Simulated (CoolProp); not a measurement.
Ethane at 293.15 K and 1.61 MPa is throttled through a valve to 0.911 MPa with no heat exchange. Each further row changes one setting.

Computed with CoolProp (reference Helmholtz-energy equation of state, Bücker 2006).

```csv
case,temperature change (K),final density (kg/m³)
as stated,?,?
outlet pressure 0.273 MPa,?,3.68
outlet pressure 1.18 MPa,?,?
```

### Question
Some entries are withheld; supply them.

### Answer

- as stated, temperature change (K): -9.1
- as stated, final density (kg/m³): 12.7
- outlet pressure 0.273 MPa, temperature change (K): -17.6
- outlet pressure 1.18 MPa, temperature change (K): -5.6
- outlet pressure 1.18 MPa, final density (kg/m³): 16.6
